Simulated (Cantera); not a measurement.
## Ignition delay

Mixture: CH4 : H2 : O2 : N2 = 1 : 0.14 : 1.09 : 4.68 (molar parts), at 20.0 bar, adiabatic and at constant volume. Ignition delay is the time to a rise of 400 K.

Model: GRI-Mech 3.0 (53 species, 325 reactions), integrated in Cantera. The pressure lies above the range GRI-Mech 3.0 was tuned for (to about 10 atm).

```tsv
T0 (K)	delay (ms)
1298	0.302
1348	0.211
1398	0.148
1448	0.103
1498	0.0710
1548	0.0491
1598	0.0340
1648	0.0236
1698	0.0165
1748	0.0116
```

* **apparent activation energy between 1648 and 1748 K**: 170 kJ/mol
